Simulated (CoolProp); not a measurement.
Values from CoolProp's reference Helmholtz-energy equation of state, Lemmon 2006. It is a short technical equation, of lower accuracy than the large ones.

### Question
For isohexane, give the phase and the density (kg/m³), isothermal compressibility (1/MPa) at 353.2 K and 111 bar; 396.1 K and 111 bar.

### Answer
- 353.2 K and 111 bar: liquid; density 613, isothermal compressibility 0.00240
- 396.1 K and 111 bar: liquid; density 574, isothermal compressibility 0.00365
